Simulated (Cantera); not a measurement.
# Adiabatic ignition

An adiabatic, constant-pressure homogeneous reactor starts with H2 : O2 : N2 = 1 : 1.35 : 5.08 (molar parts), equivalence ratio 0.37, at 1175 K and 5.80 bar.

Detailed kinetics in Cantera: GRI-Mech 3.0 (53 species, 325 reactions). The hydrogen kinetics of GRI-Mech 3.0 are dated; newer H2 mechanisms differ, most at raised pressure.

| t (s) | T (K) | x H2 | x O2 | x H | x O | x H2O | x H2O2 |
|---|---|---|---|---|---|---|---|
| 7.00e-6 | 1175 | 0.135 | 0.182 | 1.01e-7 | 3.79e-8 | 6.91e-7 | 4.59e-9 |
| 1.90e-5 | 1176 | 0.134 | 0.182 | 9.45e-6 | 3.50e-6 | 8.26e-5 | 1.36e-6 |
| 5.13e-5 | 2117 | 0.000273 | 0.121 | 5.44e-5 | 0.000535 | 0.142 | 3.93e-7 |
| 0.000139 | 2125 | 0.000120 | 0.122 | 1.67e-5 | 0.000241 | 0.143 | 3.29e-7 |
| 0.000377 | 2125 | 0.000120 | 0.122 | 1.66e-5 | 0.000241 | 0.143 | 3.29e-7 |
| 0.00102 | 2125 | 0.000120 | 0.122 | 1.66e-5 | 0.000240 | 0.143 | 3.29e-7 |
| 0.00276 | 2125 | 0.000120 | 0.122 | 1.66e-5 | 0.000240 | 0.143 | 3.29e-7 |
| 0.00748 | 2124 | 0.000120 | 0.122 | 1.66e-5 | 0.000240 | 0.143 | 3.29e-7 |
| 0.0203 | 2124 | 0.000119 | 0.122 | 1.65e-5 | 0.000238 | 0.143 | 3.28e-7 |
| 0.0549 | 2122 | 0.000118 | 0.121 | 1.62e-5 | 0.000235 | 0.143 | 3.26e-7 |
| 0.149 | 2118 | 0.000115 | 0.120 | 1.56e-5 | 0.000228 | 0.143 | 3.21e-7 |
| 0.403 | 2112 | 0.000111 | 0.119 | 1.48e-5 | 0.000217 | 0.143 | 3.13e-7 |
| 1.09 | 2109 | 0.000109 | 0.118 | 1.44e-5 | 0.000212 | 0.143 | 3.10e-7 |
| 2.95 | 2109 | 0.000109 | 0.118 | 1.44e-5 | 0.000212 | 0.143 | 3.09e-7 |
| 8.00 | 2109 | 0.000109 | 0.118 | 1.44e-5 | 0.000212 | 0.143 | 3.09e-7 |
x: mole fraction; the columns are a selection and need not sum to one.

```yaml
time_of_steepest_temperature_rise: 29.3 µs
temperature at 8.00 s: 2109 K
equilibrium_temperature: 2109 K
x(H2) at 8.00 s: 0.000109 (gas-phase equilibrium 0.000109)
x(O2) at 8.00 s: 0.118 (gas-phase equilibrium 0.118)
x(H) at 8.00 s: 1.44e-5 (gas-phase equilibrium 1.44e-5)
```
